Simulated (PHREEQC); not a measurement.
1.2 g of hydrous ferric oxide (600 m²/g; 0.2 weak and 0.005 strong sites per Fe, Dzombak-Morel constants, diffuse double layer) in 1 kg of water with 0.001 mol/kgw of an inert sodium salt and 3.1e-05 mol Na2SeO4, at 25 °C; the pH is set by adding NaOH or the inert anion's acid. O2 is buffered at 0.21 atm. CO2 from the air is kept out. No solid was allowed to form.

Equilibrium calculation in PHREEQC: ion-association model, wateq4f.dat.

Problem. Predict surface charge σ (C/m²), surface potential ψ (mV) at pH = 3, 3.5, 6.5, 9.

Solution. 
```
pH   surface charge σ (C/m²)  surface potential ψ (mV)
---  -----------------------  ------------------------
3                      0.266                       226
3.5                    0.190                       219
6.5                    0.011                        90
9                     -0.005                       -51
```

The oxide is taken as insoluble; below pH 4 it would dissolve.
